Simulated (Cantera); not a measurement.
An adiabatic, constant-volume homogeneous reactor starts with CH4 : O2 : N2 = 1 : 1.9 : 11.4 (molar parts), equivalence ratio 1.1, at 1700 K and 1.40 bar.

Cantera simulation using GRI-Mech 3.0 (53 species, 325 reactions); the numbers are that mechanism's predictions, not measurements.

**Question.** Predict: time of steepest temperature rise; temperature at 0.100 s; equilibrium temperature; x(O2) at 0.100 s; x(H2O2) at 0.100 s.

**Answer.** 
```json
{
  "time_of_steepest_temperature_rise": "0.218 ms",
  "temperature at 0.100 s": "2829 K",
  "equilibrium_temperature": "2829 K",
  "x(O2) at 0.100 s": "0.0108 (gas-phase equilibrium 0.0108)",
  "x(H2O2) at 0.100 s": "2.29e-7 (gas-phase equilibrium 2.29e-7)"
}
```
